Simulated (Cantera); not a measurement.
A closed system holds: 1 mol Cu2O, 87 mol H2, 1.3 mol H2O, at 1477 °C and 4280 Torr.

Method: chemical equilibrium by Gibbs-energy minimisation in Cantera with the NASA 1993 tables (ideal gas, pure condensed phases). Candidate condensed phases: Cu, CuO, Cu(OH)2, Cu2O, H2O; 12 gas species. Rates play no part.

Base state: H2 0.974, H2O 0.0260, H 9.61e-5, Cu 5.24e-5 (mole fractions); condensed: Cu(l).

Question: What changes in the equilibrium state with this change: temperature from 1477 °C to 1802 °C?

Answer: 
```tsv
species	before	after
H2	0.974	0.971
H2O	0.0260	0.0260
Cu	5.24e-5	0.00148
H	9.61e-5	0.00110
Cu(l), mol	2.00	1.87
```

Question: What changes in the equilibrium state with this change: Cu2O replaced by TiO2?

Answer: 
| species | before | after |
|---|---|---|
| H2 | 0.974 | 0.981 |
| H2O | 0.0260 | 0.0185 |
| H | 9.61e-5 | 9.65e-5 |
| Cu | 5.24e-5 | 0 |
| Cu(l), mol | 2.00 | 0 |
| Ti3O5(s), mol | 0 | 0.333 |
Further candidate phases: Ti, TiO, TiO2, Ti2O3, Ti3O5, Ti4O7.
